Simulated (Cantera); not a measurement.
A Cantera script and its output.

```python
import numpy as np
import cantera as ct

gas = ct.Solution("gri30.yaml")
gas.TPX = 1748, 16000, {'NO': 1, 'N2': 3.6}
reactor = ct.IdealGasConstPressureReactor(gas, energy="off", clone=False)
net = ct.ReactorNet([reactor])
net.rtol, net.atol = 1e-08, 1e-18
show = ['NO', 'O2', 'NO2', 'N2', 'O', 'N2O']
times = np.geomspace(7e-05, 8, 13)

steps = ct.SolutionArray(gas, extra=["t"])
rows = []
print(f"{'t/s':>10s}{'T/K':>9s}{'P/Pa':>11s}" + "".join(f"{s:>11s}" for s in show))
for t in times:
    while net.time < t:
        t_next = net.step()
        steps.append(gas.state, t=t_next)
    rows.append([np.interp(t, steps.t, y) for y in (steps.T, steps.P, *steps(*show).X.T)])
    print(f"{t:10.3e}{rows[-1][0]:9.1f}{rows[-1][1]:11.4g}" + "".join(f"{x:11.3e}" for x in rows[-1][2:]))
rate = np.gradient(steps.T, steps.t)
print("integrator steps:", len(steps.t))
if steps.T.max() > steps.T[0] + 200:
    print(f"time of steepest temperature rise: {steps.t[rate.argmax()]:.4e} s")
gas.TPX = 1748, 16000, {'NO': 1, 'N2': 3.6}
gas.equilibrate("TP")
print(f"equilibrium (TP): T = {gas.T:.1f} K  " + "  ".join(f"{s} {gas[s].X[0]:.3e}" for s in show))
```

It prints:

```
       t/s      T/K       P/Pa         NO         O2        NO2         N2          O        N2O
 7.000e-05   1748.0    1.6e+04  2.174e-01  3.430e-11  1.946e-09  7.826e-01  7.401e-08  7.565e-08
 1.848e-04   1748.0    1.6e+04  2.174e-01  2.334e-10  1.308e-08  7.826e-01  1.880e-07  1.990e-07
 4.876e-04   1748.0    1.6e+04  2.174e-01  1.544e-09  8.309e-08  7.826e-01  4.522e-07  5.207e-07
 1.287e-03   1748.0    1.6e+04  2.174e-01  9.985e-09  4.663e-07  7.826e-01  9.762e-07  1.343e-06
 3.397e-03   1748.0    1.6e+04  2.174e-01  6.961e-08  2.082e-06  7.826e-01  1.894e-06  3.340e-06
 8.966e-03   1748.0    1.6e+04  2.174e-01  6.518e-07  7.170e-06  7.826e-01  3.887e-06  7.570e-06
 2.366e-02   1748.0    1.6e+04  2.173e-01  7.357e-06  1.775e-05  7.826e-01  7.621e-06  1.389e-05
 6.246e-02   1748.0    1.6e+04  2.172e-01  4.766e-05  2.370e-05  7.827e-01  9.644e-06  1.796e-05
 1.649e-01   1748.0    1.6e+04  2.170e-01  1.699e-04  2.463e-05  7.828e-01  9.984e-06  1.836e-05
 4.351e-01   1748.0    1.6e+04  2.163e-01  4.937e-04  2.617e-05  7.831e-01  1.054e-05  1.824e-05
 1.148e+00   1748.0    1.6e+04  2.146e-01  1.348e-03  2.981e-05  7.840e-01  1.188e-05  1.790e-05
 3.031e+00   1748.0    1.6e+04  2.101e-01  3.593e-03  3.742e-05  7.862e-01  1.480e-05  1.707e-05
 8.000e+00   1748.0    1.6e+04  1.985e-01  9.362e-03  5.033e-05  7.920e-01  2.040e-05  1.509e-05
integrator steps: 508
equilibrium (TP): T = 1748.0 K  NO 2.644e-03  O2 1.073e-01  NO2 2.118e-06  N2 8.900e-01  O 6.042e-05  N2O 6.512e-08
```

Detailed kinetics in Cantera: GRI-Mech 3.0 (53 species, 325 reactions).
